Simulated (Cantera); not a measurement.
Feed: 1 mol Si2H6, 2.7 mol CO2, held at 1150 K and 230 Pa.

These are equilibrium values from Cantera (NASA tables, ideal gas, pure condensed phases), not measurements of a reactor. Candidate condensed phases: C, C6H6, C7H8, C8H18, H2O, Si, SiC, SiO2; 123 gas species. The feed counts by its element totals alone. The tables hold silica as quartz up to 1696 K and as liquid above; real silica turns to tridymite and cristobalite and melts near 1996 K. Rates play no part.

Base state: H2 0.682, CO 0.318, CH4 2.50e-5, H2O 2.34e-5 (mole fractions); condensed: C(graphite) + SiO2(β-quartz).

Task: What changes in the equilibrium state with this change: CO2 from 2.7 to 0.16 mol?

Result: 
```tsv
species	before	after
H2	0.682	1.000
SiO	3.62e-8	5.18e-5
CO	0.318	2.72e-7
H2O	2.34e-5	2.39e-8
CH4	2.50e-5	6.60e-8
C(graphite), mol	1.30	0
SiO2(β-quartz), mol	2.00	0.160
Si(s), mol	0	1.68
SiC(s), mol	0	0.160
```
Mutual solubility and eutectic melting of coexisting phases are not modelled.
